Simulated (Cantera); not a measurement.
An isothermal, constant-pressure homogeneous reactor starts with CH4 : CO2 : H2 : H2O = 1 : 1.1 : 0.27 : 0.0092 (molar parts), at 1450 K and 1200 Torr.

Detailed kinetics in Cantera: GRI-Mech 3.0 (53 species, 325 reactions).

### Question
Predict: x(CH4) at 20.0 s; x(CO2) at 20.0 s; x(H2) at 20.0 s; x(CH2O) at 20.0 s; x(HCO) at 20.0 s; x(C2H6) at 20.0 s.

### Answer
- x(CH4) at 20.0 s: 0.0824 (gas-phase equilibrium 6.89e-5)
- x(CO2) at 20.0 s: 0.0784 (gas-phase equilibrium 0.00709)
- x(H2) at 20.0 s: 0.285 (gas-phase equilibrium 0.502)
- x(CH2O) at 20.0 s: 2.57e-7 (gas-phase equilibrium 1.69e-7)
- x(HCO) at 20.0 s: 4.35e-9 (gas-phase equilibrium 7.99e-9)
- x(C2H6) at 20.0 s: 6.32e-5 (gas-phase equilibrium 2.61e-11)
